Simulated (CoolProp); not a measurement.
Propylene along the isotherm 117.55 °C: Z from the reference equation and from simpler models built on Tc = 91.1 °C, pc = 4555 kPa, ω = 0.146; each cubic takes its own stable root.

Computed with CoolProp (reference Helmholtz-energy equation of state, Lemmon 2013).

```tsv
p (kPa)	phase	reference	Redlich-Kwong	Soave-Redlich-Kwong	Peng-Robinson
1900	gas	0.8767	0.8755	0.8785	0.8644
3800	gas	0.7281	0.7248	0.7335	…
5690	supercritical	0.5252	0.5179	0.5439	0.5138
7590	supercritical	…	0.3874	0.4083	0.3785
9490	supercritical	0.3633	0.4063	…	0.3836
11400	supercritical	0.4019	0.4451	0.4550	0.4144
13300	supercritical	0.4454	0.4881	0.4968	0.4511
15200	supercritical	0.4903	0.5325	0.5405	0.4898
17100	supercritical	0.5356	0.5772	…	0.5292
19000	supercritical	0.5809	0.6218	0.6290	0.5687
20900	supercritical	0.6260	0.6662	0.6731	0.6082
22800	supercritical	0.6707	0.7103	0.7170	0.6475
```

Task: What belongs in the gaps?

Result: 
- 3800, Peng-Robinson: 0.7080
- 7590, reference: 0.3511
- 9490, Soave-Redlich-Kwong: 0.4189
- 17100, Soave-Redlich-Kwong: 0.5847
